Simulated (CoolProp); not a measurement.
Vapour-liquid equilibrium of propane (1) + n-butane (2) at 311.3 K; x and y are mole fractions of (1).

Model: multi-fluid Helmholtz-energy mixture model, Lemmon 2009 and Bücker 2006; pair parameters Kunz 2012, in CoolProp.

```json
[
 {"x": "0.05", "bubble pressure, mixture model (MPa)": "0.4009", "bubble pressure, Raoult's law (MPa)": "0.4069", "y, mixture model": "0.138", "y, Raoult's law": "0.161"},
 {"x": "0.125", "bubble pressure, mixture model (MPa)": "0.4646", "bubble pressure, Raoult's law (MPa)": "0.4784", "y, mixture model": "0.301", "y, Raoult's law": "0.343"},
 {"x": "0.2", "bubble pressure, mixture model (MPa)": "0.5296", "bubble pressure, Raoult's law (MPa)": "0.5498", "y, mixture model": "0.428", "y, Raoult's law": "0.477"},
 {"x": "0.275", "bubble pressure, mixture model (MPa)": "0.5960", "bubble pressure, Raoult's law (MPa)": "0.6213", "y, mixture model": "[?]", "y, Raoult's law": "0.581"},
 {"x": "0.35", "bubble pressure, mixture model (MPa)": "0.6636", "bubble pressure, Raoult's law (MPa)": "0.6927", "y, mixture model": "0.614", "y, Raoult's law": "0.663"},
 {"x": "0.425", "bubble pressure, mixture model (MPa)": "0.7325", "bubble pressure, Raoult's law (MPa)": "0.7641", "y, mixture model": "0.684", "y, Raoult's law": "0.730"},
 {"x": "0.5", "bubble pressure, mixture model (MPa)": "0.8026", "bubble pressure, Raoult's law (MPa)": "0.8356", "y, mixture model": "[?]", "y, Raoult's law": "0.785"},
 {"x": "0.575", "bubble pressure, mixture model (MPa)": "0.8742", "bubble pressure, Raoult's law (MPa)": "0.9070", "y, mixture model": "[?]", "y, Raoult's law": "0.832"},
 {"x": "0.65", "bubble pressure, mixture model (MPa)": "0.9471", "bubble pressure, Raoult's law (MPa)": "0.9785", "y, mixture model": "0.840", "y, Raoult's law": "0.871"},
 {"x": "0.725", "bubble pressure, mixture model (MPa)": "1.022", "bubble pressure, Raoult's law (MPa)": "1.050", "y, mixture model": "0.881", "y, Raoult's law": "0.906"},
 {"x": "0.8", "bubble pressure, mixture model (MPa)": "1.098", "bubble pressure, Raoult's law (MPa)": "1.121", "y, mixture model": "0.917", "y, Raoult's law": "0.936"},
 {"x": "0.875", "bubble pressure, mixture model (MPa)": "1.176", "bubble pressure, Raoult's law (MPa)": "1.193", "y, mixture model": "0.950", "y, Raoult's law": "0.962"},
 {"x": "0.95", "bubble pressure, mixture model (MPa)": "1.257", "bubble pressure, Raoult's law (MPa)": "1.264", "y, mixture model": "0.981", "y, Raoult's law": "0.986"}
]
```

Problem. Complete the blanks.

Solution. 
- 0.275, y, mixture model: 0.530
- 0.5, y, mixture model: 0.744
- 0.575, y, mixture model: 0.795

The largest gap from Raoult's law is -4.2 % in bubble pressure, at x = 0.35. No azeotrope shows between x = 0.05 and 0.95.

The pair parameters rest on a limited set of measurements; away from them the model extrapolates.
